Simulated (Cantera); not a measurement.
An isothermal, constant-pressure homogeneous reactor starts with CH4 : CO2 = 1 : 1 (molar parts), at 2175 K and 14.8 atm. Integrator tolerance rtol = 1e-08.

Detailed kinetics in Cantera: GRI-Mech 3.0 (53 species, 325 reactions). The pressure lies above the range GRI-Mech 3.0 was tuned for (to about 10 atm).

### Question
What does this change do: CO2 1 to 6.7 parts?

### Answer
```tsv
quantity	before	after
x(CH4) at 20.0 s	0.000377 (gas-phase equilibrium 0.000388)	2.38e-10 (gas-phase equilibrium 2.50e-10)
x(CO2) at 20.0 s	0.000113 (gas-phase equilibrium 0.000117)	0.413 (gas-phase equilibrium 0.413)
x(HCO) at 20.0 s	1.65e-6 (gas-phase equilibrium 1.65e-6)	3.15e-7 (gas-phase equilibrium 3.15e-7)
x(CH2) at 20.0 s	3.33e-8 (gas-phase equilibrium 3.42e-8)	<1e-12 (gas-phase equilibrium <1e-12)
x(OH) at 20.0 s	1.41e-7 (gas-phase equilibrium 1.46e-7)	0.000169 (gas-phase equilibrium 0.000169)
x(CH2O) at 20.0 s	1.50e-6 (gas-phase equilibrium 1.50e-6)	7.16e-8 (gas-phase equilibrium 7.16e-8)
x(HO2) at 20.0 s	<1e-12 (gas-phase equilibrium <1e-12)	2.44e-9 (gas-phase equilibrium 2.44e-9)
```

### Question
What does this change do: temperature 2175 to 1600 K?

### Answer
```csv
quantity,before,after
x(CH4) at 20.0 s,0.000377 (gas-phase equilibrium 0.000388),0.0378 (gas-phase equilibrium 0.00497)
x(CO2) at 20.0 s,0.000113 (gas-phase equilibrium 0.000117),0.0111 (gas-phase equilibrium 0.00126)
x(HCO) at 20.0 s,1.65e-6 (gas-phase equilibrium 1.65e-6),7.53e-8 (gas-phase equilibrium 8.21e-8)
x(CH2) at 20.0 s,3.33e-8 (gas-phase equilibrium 3.42e-8),3.31e-10 (gas-phase equilibrium 3.82e-11)
x(OH) at 20.0 s,1.41e-7 (gas-phase equilibrium 1.46e-7),2.49e-8 (gas-phase equilibrium 2.95e-9)
x(CH2O) at 20.0 s,1.50e-6 (gas-phase equilibrium 1.50e-6),1.38e-6 (gas-phase equilibrium 1.58e-6)
x(HO2) at 20.0 s,<1e-12 (gas-phase equilibrium <1e-12),<1e-12 (gas-phase equilibrium <1e-12)
```
